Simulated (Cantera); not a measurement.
Input: 1 mol V₂O₅, 81 mol H₂, 0.42 mol H₂O, at 2175 K and 1 atm.

These are equilibrium values from Cantera (NASA tables, ideal gas, pure condensed phases), not measurements of a reactor. Candidate condensed phases: H₂O, V, VO, V₂O₃, V₂O₄, V₂O₅; 12 gas species. VO: taken at fixed stoichiometry. The numbers say what is thermodynamically allowed, not how fast it happens.

Base state: H₂ 0.953, H₂O 0.0418, H 0.00474, VO₂ 0.000117, OH 2.79e-5, VO 1.93e-5 (mole fractions); condensed: VO(l).

Task: What changes in the equilibrium state with this change: temperature from 2175 K to 1998 K?

Result: 
| species | before | after |
|---|---|---|
| H₂ | 0.953 | 0.969 |
| H₂O | 0.0418 | 0.0297 |
| H | 0.00474 | 0.00157 |
| VO₂ | 0.000117 | 1.29e-5 |
| VO | 1.93e-5 | 1.81e-6 |
| OH | 2.79e-5 | 4.78e-6 |
| VO(l), mol | 1.99 | 0 |
| V₂O₃(s), mol | 0 | 0.999 |
Condensed phases not in the tables: the oxides between V₂O₃ and V₂O₅ other than VO₂.
